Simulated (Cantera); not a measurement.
What does this Cantera script print?

```python
import numpy as np
import cantera as ct

gas_names = """
    B BF BF2 BF3 BH BHF2 BH2 BH3 BO BOF BOF2 BO2 B2 B2O B2O2 B2O3 B3O3F3 B3O3H3 F FO FO2 F2 F2O H HBO
    HBO2 HF HOF HO2 H2 H2F2 H2O H2O2 H3B3O6 H3F3 H4F4 H5F5 H6F6 H7F7 O OH O2 O3
""".split()
cond_names = """
    B(b) B(L) B2O3(L) B3O3H3(cr) H2O(s) H2O(L)
""".split()


# ... load() reads the species with a 1 bar reference pressure and builds the phases ...
atoms = {
    'BF3': {'B': 1, 'F': 3},
    'H2O': {'H': 2, 'O': 1},
}
top_T = {}  # K; cautious upper limits of use, not melting points


# ... equilibrate(T, P, feed) seeds the gas with the atoms and calls Mixture.equilibrate('TP', solver="vcs", rtol=1e-11, max_steps=5000) ...
results = []
feed = {'BF3': 1, 'H2O': 3.9}  # mol
T = 2073  # K
for P in [10, 32, 100, 320, 1000, 3200, 10000, 32000, 100000]:
    mix = equilibrate(T, P, feed)
    results.append((T, P, feed, dict(zip(mix.species_names, mix.species_moles))))
    x = sorted(zip(gas.X, gas.species_names), reverse=True)
    print(f"T = {T:g} K  P = {P:g} Pa  gas = {mix.phase_moles(0):.4g} mol")
    print("   x: " + "  ".join(f"{s} {v:.3e}" for v, s in x if v > 1e-05))
    print("   condensed (mol): " + ("  ".join(f"{mix.phase(i).name} {mix.phase_moles(i):.4g}"
          for i in range(1, mix.n_phases) if mix.phase_moles(i) > 1e-12) or "none"))
```

It prints:

```
T = 2073 K  P = 10 Pa  gas = 6.627 mol
   x: HF 3.441e-01  H2O 2.753e-01  BOF 1.084e-01  H2 7.261e-02  H 7.087e-02  HBO2 3.568e-02  O2 3.469e-02  OH 3.056e-02  O 2.140e-02  BO2 4.777e-03  BO 8.836e-04  B2O3 5.400e-04  F 1.838e-04  HBO 6.676e-05
   condensed (mol): none
T = 2073 K  P = 32 Pa  gas = 6.322 mol
   x: HF 3.630e-01  H2O 3.289e-01  BOF 1.114e-01  H2 5.667e-02  HBO2 4.154e-02  H 3.500e-02  O2 2.541e-02  OH 2.310e-02  O 1.024e-02  BO2 3.519e-03  B2O3 6.125e-04  BO 4.252e-04  F 1.227e-04  HBO 5.076e-05
   condensed (mol): none
T = 2073 K  P = 100 Pa  gas = 6.154 mol
   x: HF 3.743e-01  H2O 3.648e-01  BOF 1.131e-01  HBO2 4.534e-02  H2 4.213e-02  O2 1.810e-02  H 1.707e-02  OH 1.681e-02  O 4.889e-03  BO2 2.520e-03  B2O3 6.579e-04  BO 2.041e-04  F 8.301e-05  HBO 3.714e-05
   condensed (mol): none
T = 2073 K  P = 320 Pa  gas = 6.056 mol
   x: H2O 3.893e-01  HF 3.813e-01  BOF 1.140e-01  HBO2 4.787e-02  H2 3.015e-02  O2 1.257e-02  OH 1.185e-02  H 8.073e-03  O 2.278e-03  BO2 1.758e-03  B2O3 6.875e-04  BO 9.550e-05  F 5.588e-05  HBO 2.630e-05
   condensed (mol): none
T = 2073 K  P = 1000 Pa  gas = 5.999 mol
   x: H2O 4.052e-01  HF 3.855e-01  BOF 1.145e-01  HBO2 4.950e-02  H2 2.132e-02  O2 8.716e-03  OH 8.300e-03  H 3.841e-03  BO2 1.223e-03  O 1.073e-03  B2O3 7.061e-04  BO 4.513e-05  F 3.800e-05  BF3 2.193e-05  HBO 1.848e-05
   condensed (mol): none
T = 2073 K  P = 3200 Pa  gas = 5.963 mol
   x: H2O 4.161e-01  HF 3.881e-01  BOF 1.147e-01  HBO2 5.060e-02  H2 1.480e-02  O2 5.964e-03  OH 5.720e-03  H 1.789e-03  BO2 8.388e-04  B2O3 7.184e-04  O 4.961e-04  BF3 6.943e-05  F 2.567e-05  BO 2.092e-05  HBO 1.276e-05
   condensed (mol): none
T = 2073 K  P = 10000 Pa  gas = 5.94 mol
   x: H2O 4.234e-01  HF 3.896e-01  BOF 1.148e-01  HBO2 5.131e-02  H2 1.027e-02  O2 4.100e-03  OH 3.951e-03  H 8.430e-04  B2O3 7.261e-04  BO2 5.775e-04  O 2.327e-04  BF3 2.149e-04  F 1.750e-05
   condensed (mol): none
T = 2073 K  P = 32000 Pa  gas = 5.923 mol
   x: H2O 4.289e-01  HF 3.899e-01  BOF 1.145e-01  HBO2 5.180e-02  H2 7.049e-03  O2 2.793e-03  OH 2.702e-03  B2O3 7.305e-04  BF3 6.782e-04  BO2 3.935e-04  H 3.903e-04  O 1.074e-04  BOF2 1.603e-05  F 1.182e-05
   condensed (mol): none
T = 2073 K  P = 100000 Pa  gas = 5.906 mol
   x: H2O 4.342e-01  HF 3.883e-01  BOF 1.133e-01  HBO2 5.213e-02  H2 4.871e-03  BF3 2.056e-03  O2 1.918e-03  OH 1.861e-03  B2O3 7.310e-04  BO2 2.695e-04  H 1.836e-04  O 5.032e-05  BOF2 3.362e-05
   condensed (mol): none
```

These are equilibrium values from Cantera (NASA tables, ideal gas, pure condensed phases), not measurements of a reactor.
